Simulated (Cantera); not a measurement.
Charge: 1 mol Fe3O4, 0.87 mol H2, 7.4 mol H2O, at 3.53 Torr.

These are equilibrium values from Cantera (NASA tables, ideal gas, pure condensed phases), not measurements of a reactor. Candidate condensed phases: Fe, FeO, Fe(OH)2, Fe(OH)3, Fe2O3, Fe3O4, H2O; 12 gas species. Mutual solubility and eutectic melting of coexisting phases are not modelled. The tables' stoichiometric FeO is somewhat more stable than real wüstite, so its field is too wide. FeO: taken at fixed stoichiometry. The numbers say what is thermodynamically allowed, not how fast it happens.

**Question.** Which condensed phases are stable at each of these points (T (K)): 1500, 1575, 1650, 1725, 1800, 1875, 1950, 2025?

**Answer.** 
| T (K) | condensed phases | Fe condensed (%) |
|---|---|---|
| 1500 | FeO(s) + Fe3O4(s) | 100.0 |
| 1575 | FeO(s) + Fe3O4(s) | 100.0 |
| 1650 | FeO(l) + Fe3O4(s) | 100.0 |
| 1725 | FeO(l) + Fe3O4(s) | 100.0 |
| 1800 | FeO(l) + Fe3O4(s) | 99.9 |
| 1875 | FeO(l) | 99.9 |
| 1950 | FeO(l) | 99.7 |
| 2025 | FeO(l) | 99.1 |

From 1500 K to 1575 K the condensed part is FeO(s) + Fe3O4(s). From 1650 K to 1800 K the condensed part is FeO(l) + Fe3O4(s). From 1875 K to 2025 K the condensed part is FeO(l).
